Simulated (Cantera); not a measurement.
A closed system holds: 1 mol TiCl4, 0.11 mol O2, equilibrated at 51.0 mbar.

Equilibrium computed with Cantera from the NASA thermochemical tables; the gas is ideal and each condensed phase is pure. Candidate condensed phases: Ti, TiCl2, TiCl3, TiCl4, TiO, TiO2, Ti2O3, Ti3O5, Ti4O7; 15 gas species. The tables' values for TiCl2 are old estimates; treat these amounts as uncertain. Condensed phases not in the tables: TiOCl. Rates play no part.

log p: log10 of the partial pressure in bar; n: condensed amount in mol.

```json
[
 {"T (K)": "923", "log p TiCl4": "-1.39", "log p Cl": "-4.95", "log p Cl2": "-2.00", "log p TiCl3": "-9.31", "log p TiOCl2": "-12.11", "n TiO2(rutile)": "0.110"},
 {"T (K)": "1023", "log p TiCl4": "-1.39", "log p Cl": "-4.26", "log p Cl2": "-2.00", "log p TiCl3": "-8.09", "log p TiOCl2": "-10.43", "n TiO2(rutile)": "0.110"},
 {"T (K)": "1123", "log p TiCl4": "-1.39", "log p Cl": "?", "log p Cl2": "-2.00", "log p TiCl3": "?", "log p TiOCl2": "?", "n TiO2(rutile)": "0.110"},
 {"T (K)": "1223", "log p TiCl4": "-1.39", "log p Cl": "?", "log p Cl2": "-2.01", "log p TiCl3": "?", "log p TiOCl2": "?", "n TiO2(rutile)": "0.110"},
 {"T (K)": "1323", "log p TiCl4": "-1.39", "log p Cl": "-2.84", "log p Cl2": "-2.03", "log p TiCl3": "-5.51", "log p TiOCl2": "-6.94", "n TiO2(rutile)": "0.110"},
 {"T (K)": "1423", "log p TiCl4": "-1.40", "log p Cl": "-2.51", "log p Cl2": "-2.08", "log p TiCl3": "-4.88", "log p TiOCl2": "-6.12", "n TiO2(rutile)": "0.110"},
 {"T (K)": "1523", "log p TiCl4": "-1.41", "log p Cl": "-2.25", "log p Cl2": "-2.17", "log p TiCl3": "-4.32", "log p TiOCl2": "-5.40", "n TiO2(rutile)": "0.110"},
 {"T (K)": "1623", "log p TiCl4": "-1.43", "log p Cl": "-2.06", "log p Cl2": "-2.31", "log p TiCl3": "-3.80", "log p TiOCl2": "-4.78", "n TiO2(rutile)": "0.110"},
 {"T (K)": "1723", "log p TiCl4": "-1.45", "log p Cl": "-1.92", "log p Cl2": "-2.51", "log p TiCl3": "-3.31", "log p TiOCl2": "-4.24", "n TiO2(rutile)": "0.109"},
 {"T (K)": "1823", "log p TiCl4": "-1.48", "log p Cl": "-1.83", "log p Cl2": "-2.75", "log p TiCl3": "-2.86", "log p TiOCl2": "-3.76", "n TiO2(rutile)": "0.108"},
 {"T (K)": "1923", "log p TiCl4": "-1.54", "log p Cl": "-1.76", "log p Cl2": "-2.99", "log p TiCl3": "-2.47", "log p TiOCl2": "-3.35", "n TiO2(rutile)": "0.104"},
 {"T (K)": "2023", "log p TiCl4": "-1.65", "log p Cl": "-1.70", "log p Cl2": "-3.20", "log p TiCl3": "-2.18", "log p TiOCl2": "-3.01", "n TiO2(rutile)": "0.0954"}
]
```

### Question
Some entries are withheld; supply them.

### Answer

- 1223, log p Cl: -3.23
- 1223, log p TiCl3: -6.23
- 1223, log p TiOCl2: -7.91
- 1123, log p Cl: -3.70
- 1123, log p TiCl3: -7.08
- 1123, log p TiOCl2: -9.06
